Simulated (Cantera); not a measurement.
A perfectly stirred reactor is fed with H2 : O2 : N2 = 1 : 0.82 : 3.08 (molar parts), equivalence ratio 0.61, at 1.01 bar; it is adiabatic with a 500 K inlet, and is followed from long to short residence time, starting on the burning branch (τ in s: 0.38, 0.13, 0.046, 0.016, 0.0056, 0.0019, 0.00068, 0.00024, 8.3e-05, 2.9e-05).

Computed with Cantera and GRI-Mech 3.0 (53 species, 325 reactions).

Task: What does this change do: pressure from 1.01 bar to 10.0 bar?

Result: 
```json
[
 {"quantity": "blow-out, bracketed by the residence times tried", "before": "burning at 29.0 µs, the shortest tried", "after": "burning at 29.0 µs, the shortest tried"},
 {"quantity": "x(H2) at τ = 0.380 s", "before": "0.000326", "after": "9.50e-5"},
 {"quantity": "x(O2) at τ = 0.380 s", "before": "0.0717", "after": "0.0715"},
 {"quantity": "x(H) at τ = 0.380 s", "before": "3.79e-5", "after": "5.97e-6"},
 {"quantity": "x(O) at τ = 0.380 s", "before": "0.000235", "after": "6.87e-5"},
 {"quantity": "x(NO2) at τ = 0.380 s", "before": "5.85e-7", "after": "5.05e-6"},
 {"quantity": "x(H2) at τ = 1.90 ms", "before": "0.00394", "after": "0.000392"},
 {"quantity": "x(O2) at τ = 1.90 ms", "before": "0.0712", "after": "0.0722"},
 {"quantity": "x(H) at τ = 1.90 ms", "before": "0.00159", "after": "2.85e-5"},
 {"quantity": "x(O) at τ = 1.90 ms", "before": "0.00268", "after": "0.000162"},
 {"quantity": "x(NO2) at τ = 1.90 ms", "before": "1.94e-8", "after": "1.49e-7"}
]
```
The hydrogen kinetics of GRI-Mech 3.0 are dated; newer H2 mechanisms differ, most at raised pressure.
